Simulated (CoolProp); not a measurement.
A closed Brayton cycle with carbon dioxide: compressor inlet 322.15 K and 8.1 MPa, high pressure 19 MPa, turbine inlet 780 K, compressor efficiency 0.85, turbine efficiency 0.9, recuperator effectiveness 0.8 (on enthalpy, no pinch check). Each further row changes one setting.

Computed with CoolProp (reference Helmholtz-energy equation of state, Span 1996).

| case | thermal efficiency (%) | net work (kJ/kg) | compressor to turbine work | compressor exit (K) | turbine exit (K) |
|---|---|---|---|---|---|
| as stated | (withheld) | 64.7 | 0.39 | 392.2 | 681.2 |
| turbine inlet 730 K | (withheld) | (withheld) | (withheld) | 392.2 | 634.9 |
| compressor inlet 332.15 K | 25.7 | (withheld) | 0.44 | (withheld) | 681.2 |
| high pressure 16.1 MPa | 24.4 | 54.5 | (withheld) | 378.2 | 700.0 |
| recuperator effectiveness 0.5 | 18.9 | 64.7 | 0.39 | 392.2 | 681.2 |

Task: What belongs in the gaps?

Result: 
- as stated, thermal efficiency (%): 26.6
- turbine inlet 730 K, thermal efficiency (%): 25.3
- turbine inlet 730 K, net work (kJ/kg): 56.9
- turbine inlet 730 K, compressor to turbine work: 0.42
- compressor inlet 332.15 K, net work (kJ/kg): 59.0
- compressor inlet 332.15 K, compressor exit (K): 407.7
- high pressure 16.1 MPa, compressor to turbine work: 0.37
